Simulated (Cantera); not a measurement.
Cantera run, input and output.

```python
import numpy as np
import cantera as ct

gas = ct.Solution("gri30.yaml")
gas.TPX = 1000, 29000, {'H2': 0.87, 'O2': 1, 'N2': 12}
inlet = ct.Reservoir(gas, clone=True)

reactor = ct.IdealGasConstPressureReactor(gas, energy="off", clone=False)
exhaust = ct.Reservoir(gas, clone=True)
tau = [0.35, 0.16, 0.075, 0.035, 0.016, 0.0076, 0.0036][0]
for a, b in ((inlet, reactor), (reactor, exhaust)):
    ct.MassFlowController(a, b, mdot=lambda t: reactor.mass / tau)
net = ct.ReactorNet([reactor])
show = ['H2', 'O2', 'O', 'OH', 'NO2']

rows = []
print(f"{'tau/s':>10s}{'T/K':>9s}" + "".join(f"{s:>11s}" for s in show))
for tau in [0.35, 0.16, 0.075, 0.035, 0.016, 0.0076, 0.0036]:
    net.initial_time = 0.0
    net.advance(30 * tau)
    before = gas.X
    net.advance(40 * tau)
    drift = np.max(np.abs(gas.X - before) / (gas.X + 1e-9))
    rows.append([gas.T, *gas[show].X, drift])
    print(f"{tau:10.3e}{gas.T:9.1f}" + "".join(f"{x:11.3e}" for x in gas[show].X))
```

Output:

```
     tau/s      T/K         H2         O2          O         OH        NO2
 3.500e-01   1000.0  8.148e-04  4.241e-02  4.311e-05  4.992e-05  2.123e-10
 1.600e-01   1000.0  1.244e-03  4.260e-02  7.025e-05  7.057e-05  1.788e-10
 7.500e-02   1000.0  1.857e-03  4.287e-02  1.108e-04  9.923e-05  1.522e-10
 3.500e-02   1000.0  2.765e-03  4.329e-02  1.723e-04  1.399e-04  1.275e-10
 1.600e-02   1000.0  4.144e-03  4.393e-02  2.667e-04  1.981e-04  1.045e-10
 7.600e-03   1000.0  6.076e-03  4.486e-02  3.975e-04  2.724e-04  8.506e-11
 3.600e-03   1000.0  8.908e-03  4.626e-02  5.814e-04  3.673e-04  6.799e-11
```

Cantera simulation using GRI-Mech 3.0 (53 species, 325 reactions); the numbers are that mechanism's predictions, not measurements. The temperature is held fixed by assumption; the heat of reaction is taken as removed at once.
